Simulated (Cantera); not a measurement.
Input: 1 mol CuO, 0.86 mol CH4, 7.8 mol H2, held at 2273 K and 12.8 Torr.

Method: chemical equilibrium by Gibbs-energy minimisation in Cantera with the NASA 1993 tables (ideal gas, pure condensed phases). Candidate condensed phases: C, C6H6, C7H8, C8H18, Cu, CuO, Cu(OH)2, Cu2O, H2O; 113 gas species. The numbers say what is thermodynamically allowed, not how fast it happens.

### Question
What is the equilibrium state?

### Answer
```json
{
  "x(H2)": "0.773",
  "x(Cu)": "0.0853",
  "x(CO)": "0.0732",
  "x(H)": "0.0566",
  "x(H2O)": "0.0116",
  "x(CO2)": "0.000199",
  "x(OH)": "0.000132",
  "x(Cu2)": "2.88e-5",
  "x(O)": "6.65e-6",
  "gas_amount": "11.71 mol",
  "log10 activity of Cu(l) (absent)": "-1.44",
  "log10 activity of C(graphite) (absent)": "-5.43"
}
```
